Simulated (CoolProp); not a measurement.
Vapour-liquid equilibrium of ethanol (1) + n-octane (2) at 0.359 MPa; x and y are mole fractions of (1).

Values from CoolProp's multi-fluid Helmholtz-energy mixture model, Schroeder 2014 and Beckmüller 2019; pair parameters Bell 2016.

Problem. Give the bubble temperature and the first vapour's composition at x = 0.2, 0.35, 0.725. Is there an azeotrope?

Solution. x = 0.2: 126.2 °C, y = 0.727; x = 0.35: 120.4 °C, y = 0.780; x = 0.725: 116.1 °C, y = 0.845. No azeotrope shows between x = 0.05 and 0.95.

Pair parameters are fitted to limited data, so mixtures are less certain than the pure fluids. With so large a gap from Raoult's law the liquid may split in two, which this calculation doesn't test in full.
